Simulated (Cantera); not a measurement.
## Adiabatic ignition

An adiabatic, constant-volume homogeneous reactor starts with 18.5 % H2, 15.7 % O2, 59.0 % N2, 6.84 % H2O, equivalence ratio 0.59, at 1225 K and 1.00 atm.

Detailed kinetics in Cantera: GRI-Mech 3.0 (53 species, 325 reactions).

| t (s) | T (K) | P (bar) | x H2 | x O2 | x H2O | x H2O2 | x NO2 |
|---|---|---|---|---|---|---|---|
| 6.00e-6 | 1225 | 1.01 | 0.185 | 0.157 | 0.0684 | 1.07e-10 | <1e-12 |
| 2.14e-5 | 1225 | 1.01 | 0.185 | 0.157 | 0.0684 | 1.47e-8 | <1e-12 |
| 7.63e-5 | 2428 | 1.86 | 0.0134 | 0.0670 | 0.244 | 5.55e-7 | 2.96e-8 |
| 0.000272 | 2591 | 1.97 | 0.00656 | 0.0665 | 0.259 | 7.96e-7 | 3.67e-7 |
| 0.000971 | 2589 | 1.97 | 0.00653 | 0.0657 | 0.259 | 7.88e-7 | 1.46e-6 |
| 0.00346 | 2581 | 1.96 | 0.00644 | 0.0636 | 0.259 | 7.64e-7 | 4.36e-6 |
| 0.0124 | 2573 | 1.95 | 0.00634 | 0.0612 | 0.260 | 7.37e-7 | 7.50e-6 |
| 0.0441 | 2572 | 1.95 | 0.00633 | 0.0609 | 0.260 | 7.34e-7 | 7.84e-6 |
| 0.157 | 2572 | 1.95 | 0.00633 | 0.0609 | 0.260 | 7.34e-7 | 7.84e-6 |
| 0.561 | 2572 | 1.95 | 0.00633 | 0.0609 | 0.260 | 7.34e-7 | 7.84e-6 |
| 2.00 | 2572 | 1.95 | 0.00633 | 0.0609 | 0.260 | 7.34e-7 | 7.84e-6 |
x: mole fraction; the columns are a selection and need not sum to one.

| Item | Value |
|---|---|
| time of steepest temperature rise | 45.2 µs |
| temperature at 2.00 s | 2572 K |
| equilibrium temperature | 2572 K |
| x(H2) at 2.00 s | 0.00633 (gas-phase equilibrium 0.00633) |
| x(O2) at 2.00 s | 0.0609 (gas-phase equilibrium 0.0609) |
| x(H2O) at 2.00 s | 0.260 (gas-phase equilibrium 0.260) |
